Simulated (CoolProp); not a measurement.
The numbers come from the reference Helmholtz-energy equation of state, Thol 2015 in CoolProp.

Problem. Give the vapour pressure (bar), liquid density (kg/m³), enthalpy of vaporisation (kJ/kg), liquid cp (kJ/(kg K)) of saturated 1,2-dichloroethane at 468.1, 487.9 K.

Solution. 
```json
[
 {"T (K)": "468.1", "p (bar)": "13.3", "liquid density (kg/m³)": "947", "enthalpy of vaporisation (kJ/kg)": "245", "liquid cp (kJ/(kg K))": "1.59"},
 {"T (K)": "487.9", "p (bar)": "18.4", "liquid density (kg/m³)": "899", "enthalpy of vaporisation (kJ/kg)": "224", "liquid cp (kJ/(kg K))": "1.67"}
]
```
